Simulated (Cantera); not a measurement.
Input: 1 mol Ti, a varied amount of C3H8, held at 1948 K and 0.320 bar.

Equilibrium computed with Cantera from the NASA thermochemical tables; the gas is ideal and each condensed phase is pure. Candidate condensed phases: C, C6H6, C7H8, C8H18, Ti, TiC; 77 gas species. TiC: taken at fixed stoichiometry. Kinetics and transport are ignored.

At 0.75 mol C3H8, list the 4 most abundant gas species with their mole fractions, and the condensed phases.

H2 0.997, H 0.00199, C2H2 (acetylene) 0.000537, CH4 0.000156. Condensed: C(graphite) + TiC(s).
